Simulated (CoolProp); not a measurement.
R245ca at 298.15 K and 0.0838 MPa is throttled through a valve to 0.0292 MPa with no heat exchange. Each further row changes one setting.

Model: reference Helmholtz-energy equation of state, Zhou 2016, in CoolProp.

```csv
case,temperature change (K),final density (kg/m³)
as stated,(withheld),1.60
outlet pressure 0.00876 MPa,(withheld),(withheld)
outlet pressure 0.038 MPa,-1.3,2.09
```

What belongs in the gaps?


- as stated, temperature change (K): -1.5
- outlet pressure 0.00876 MPa, temperature change (K): -2.1
- outlet pressure 0.00876 MPa, final density (kg/m³): 0.479
